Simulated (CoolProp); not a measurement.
A simple Rankine cycle with hexamethyldisiloxane (MM): condensing at 326.15 K, boiler at 0.14 MPa, turbine inlet 390.1 K, turbine efficiency 0.9, pump efficiency 0.6, no recuperator. Each further row changes one setting.

Model: reference Helmholtz-energy equation of state, Thol 2016, in CoolProp.

| case | thermal efficiency (%) | net work (kJ/kg) | heat in (kJ/kg) | turbine exit temperature (K) | volume ratio over the turbine |
|---|---|---|---|---|---|
| as stated | 10.3 | 32.5 | 317 | (withheld) | 7.11 |
| turbine inlet 410.1 K | (withheld) | (withheld) | 353 | 388.1 | 7.04 |
| condensing temperature 318.15 K | 11.4 | 38.1 | (withheld) | 364.7 | 9.87 |
| boiler pressure 0.098 MPa | (withheld) | (withheld) | 319 | 372.5 | 4.91 |
| turbine efficiency 0.8 | 9.1 | (withheld) | 317 | 370.3 | (withheld) |

Task: Complete the blanks.

Result: 
- as stated, turbine exit temperature (K): 368.1
- turbine inlet 410.1 K, thermal efficiency (%): 9.8
- turbine inlet 410.1 K, net work (kJ/kg): 34.5
- condensing temperature 318.15 K, heat in (kJ/kg): 332
- boiler pressure 0.098 MPa, thermal efficiency (%): 8.5
- boiler pressure 0.098 MPa, net work (kJ/kg): 27.0
- turbine efficiency 0.8, net work (kJ/kg): 28.9
- turbine efficiency 0.8, volume ratio over the turbine: 7.15
